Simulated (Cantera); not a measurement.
Thermodynamics of carbothermic reduction, feed Fe2O3 + CO + N2

A closed system holds: 1 mol Fe2O3, 5.5 mol CO, 0.3 mol N2, equilibrated at 1900 Pa.

Cantera equilibrium calculation (NASA polynomials, part measured and part estimated; ideal gas, pure solids and liquids). Candidate condensed phases: C, Fe, Fe(CO)5, FeO, Fe2O3, Fe3O4; 27 gas species. The tables' stoichiometric FeO is somewhat more stable than real wüstite, so its field is too wide. FeO: taken at fixed stoichiometry. The numbers say what is thermodynamically allowed, not how fast it happens.

```json
[
 {"T (K)": "1798", "log p CO": "-1.83", "log p CO2": "-2.48", "log p Fe": "-4.82", "log p N2": "-3.01", "log p O2": "-8.69", "log p FeO": "-6.82", "log p O": "-8.27", "n FeO(l)": "2.00"},
 {"T (K)": "1898", "log p CO": "-1.83", "log p CO2": "-2.48", "log p Fe": "-4.28", "log p N2": "-3.01", "log p O2": "-7.83", "log p FeO": "-6.11", "log p O": "-7.45", "n FeO(l)": "1.98"},
 {"T (K)": "1998", "log p CO": "-1.84", "log p CO2": "-2.47", "log p Fe": "-3.81", "log p N2": "-3.01", "log p O2": "-7.03", "log p FeO": "-5.48", "log p O": "-6.70", "n FeO(l)": "1.95"},
 {"T (K)": "2098", "log p CO": "-1.85", "log p CO2": "-2.44", "log p Fe": "-3.41", "log p N2": "-3.02", "log p O2": "-6.26", "log p FeO": "-4.91", "log p O": "-5.99", "n FeO(l)": "1.87"},
 {"T (K)": "2198", "log p CO": "-1.88", "log p CO2": "-2.40", "log p Fe": "-3.08", "log p N2": "-3.03", "log p O2": "-5.50", "log p FeO": "-4.40", "log p O": "-5.33", "n FeO(l)": "1.72"},
 {"T (K)": "2298", "log p CO": "-1.92", "log p CO2": "-2.35", "log p Fe": "-2.82", "log p N2": "-3.05", "log p O2": "-4.74", "log p FeO": "-3.93", "log p O": "-4.68", "n FeO(l)": "1.45"},
 {"T (K)": "2398", "log p CO": "-1.99", "log p CO2": "-2.31", "log p Fe": "-2.60", "log p N2": "-3.09", "log p O2": "-3.99", "log p FeO": "-3.51", "log p O": "-4.06", "n FeO(l)": "0.985"},
 {"T (K)": "2498", "log p CO": "-2.10", "log p CO2": "-2.31", "log p Fe": "-2.41", "log p N2": "-3.17", "log p O2": "-3.30", "log p FeO": "-3.12", "log p O": "-3.49", "n FeO(l)": "0"},
 {"T (K)": "2598", "log p CO": "-2.07", "log p CO2": "-2.41", "log p Fe": "-2.42", "log p N2": "-3.19", "log p O2": "-3.12", "log p FeO": "-3.17", "log p O": "-3.20", "n FeO(l)": "0"}
]
```
log p: log10 of the partial pressure in bar; n: condensed amount in mol.

From 1798 K to 2398 K the condensed part is FeO(l). From 2498 K to 2598 K nothing is condensed. The main Fe-bearing gas is Fe throughout.
